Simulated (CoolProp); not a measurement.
The numbers come from the reference Helmholtz-energy equation of state, Zhou 2012 in CoolProp.

**Question.** For o-xylene, give the phase and the cp (kJ/(kg K)), expansivity (1/kK), viscosity (µPa s) at -8.55 °C and 2000 kPa; 259.75 °C and 3450 kPa.

**Answer.** 
- -8.55 °C and 2000 kPa: liquid; cp 1.67, expansivity 0.919, viscosity 1320
- 259.75 °C and 3450 kPa: liquid; cp 2.63, expansivity 2.08, viscosity 128

Viscosity comes from a separate model (Cao 2016).
